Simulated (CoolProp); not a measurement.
A simple Rankine cycle with c-C4F8 (RC318): condensing at 294.15 K, boiler at 2.35 MPa, turbine inlet 420 K, turbine efficiency 0.75, pump efficiency 0.7, no recuperator. Each further row changes one setting.

Model: reference Helmholtz-energy equation of state, Platzer 1990, in CoolProp. This equation is an older, rougher fit; its heat capacities, sound speeds and derivatives of the liquid may be far off and weren't checked against measurements.

```json
[
 {"case": "as stated", "thermal efficiency (%)": "10.6", "net work (kJ/kg)": "[?]", "heat in (kJ/kg)": "200", "turbine exit temperature (K)": "378.8", "volume ratio over the turbine": "9.93"},
 {"case": "turbine inlet 440 K", "thermal efficiency (%)": "[?]", "net work (kJ/kg)": "23.2", "heat in (kJ/kg)": "222", "turbine exit temperature (K)": "400.4", "volume ratio over the turbine": "9.45"},
 {"case": "condensing temperature 286.15 K", "thermal efficiency (%)": "11.6", "net work (kJ/kg)": "[?]", "heat in (kJ/kg)": "209", "turbine exit temperature (K)": "[?]", "volume ratio over the turbine": "13.0"},
 {"case": "boiler pressure 1.65 MPa", "thermal efficiency (%)": "9.2", "net work (kJ/kg)": "[?]", "heat in (kJ/kg)": "[?]", "turbine exit temperature (K)": "388.5", "volume ratio over the turbine": "6.45"},
 {"case": "turbine efficiency 0.65", "thermal efficiency (%)": "9.1", "net work (kJ/kg)": "18.2", "heat in (kJ/kg)": "200", "turbine exit temperature (K)": "382.2", "volume ratio over the turbine": "[?]"}
]
```

### Question
Complete the blanks.

### Answer

- as stated, net work (kJ/kg): 21.3
- turbine inlet 440 K, thermal efficiency (%): 10.4
- condensing temperature 286.15 K, net work (kJ/kg): 24.3
- condensing temperature 286.15 K, turbine exit temperature (K): 375.0
- boiler pressure 1.65 MPa, net work (kJ/kg): 19.1
- boiler pressure 1.65 MPa, heat in (kJ/kg): 207
- turbine efficiency 0.65, volume ratio over the turbine: 10.0
